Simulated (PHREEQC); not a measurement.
Dissolve 0.22 mol/kgw KOH and 0.0011 mol/kgw CO2 at 25 °C. Closed to the air; pH follows from the charge balance.

Equilibrium calculation in PHREEQC: ion-association model, wateq4f.dat.

Each row changes one thing in this solution. No solid was allowed to form.

```
case                                   pH  ionic strength (mol/kgw)  HCO3- (mol/kgw)
----------------------------------  -----  ------------------------  ---------------
as made                             13.19                     0.221          6.20e-7
CO2 from 0.0011 to 0.0022 mol/kgw   13.18                     0.222          1.25e-6
0.0097 mol/kgw Na2CO3 added         13.18                     0.248          5.46e-6
KOH from 0.22 to 2.2 mol/kgw        14.10                      2.20          4.46e-8
CO2 from 0.0011 to 0.00022 mol/kgw  13.19                     0.220          1.23e-7
diluted 100-fold with water         11.31                   0.00221          8.95e-7
temperature from 25 to 85 °C        11.69                     0.221          1.10e-5
```

The ionic strength passes 0.7 mol/kgw, the rough limit of the ion-association models, in KOH from 0.22 to 2.2 mol/kgw. Away from 25 °C the constants follow the database's enthalpies or fits; those with neither stay at their 25 °C values.
